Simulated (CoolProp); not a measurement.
A single-stage vapour-compression cycle with R115: evaporating at 202.15 K (dew point), condensing at 246.15 K (bubble point), superheat 10 K, subcooling 8 K, compressor efficiency 0.6, no pressure losses. Each further row changes one setting.

Values from CoolProp's reference Helmholtz-energy equation of state, Lemmon 2016.

| case | cooling COP | pressure ratio | discharge temperature (K) | refrigerating effect (kJ/kg) | volumetric capacity (kJ/m³) |
|---|---|---|---|---|---|
| as stated | 2.43 | 9.03 | 284.6 | 110 | 182 |
| evaporating temperature 207.15 K | [?] | 6.65 | [?] | [?] | [?] |
| condensing temperature 241.15 K | 2.81 | 7.37 | 277.7 | 114 | 190 |
| subcooling 13 K | [?] | 9.03 | 284.6 | 114 | 190 |
| superheat 20 K | [?] | 9.03 | 296.0 | 116 | 183 |
| compressor efficiency 0.5 | 2.02 | 9.03 | [?] | 110 | 182 |

Fill in the missing entries.


- evaporating temperature 207.15 K, cooling COP: 2.87
- evaporating temperature 207.15 K, discharge temperature (K): 280.1
- evaporating temperature 207.15 K, refrigerating effect (kJ/kg): 112
- evaporating temperature 207.15 K, volumetric capacity (kJ/m³): 248
- subcooling 13 K, cooling COP: 2.53
- superheat 20 K, cooling COP: 2.44
- compressor efficiency 0.5, discharge temperature (K): 297.2
